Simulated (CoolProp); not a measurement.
Vapour-liquid equilibrium of n-butane (1) + R245fa (2) at 372 K; x and y are mole fractions of (1).

Computed with CoolProp (multi-fluid Helmholtz-energy mixture model, Bücker 2006 and Akasaka 2015; pair parameters Bell 2016).

Task: Give the bubble pressure and the first vapour's composition at x = 0.65, 0.8, 0.95. Is there an azeotrope?

Result: x = 0.65: 1.903 MPa, y = 0.625; x = 0.8: 1.829 MPa, y = 0.729; x = 0.95: 1.615 MPa, y = 0.903. y crosses x between x = 0.5 and 0.65: the model has an azeotrope there.

Pair parameters are fitted to limited data, so mixtures are less certain than the pure fluids.
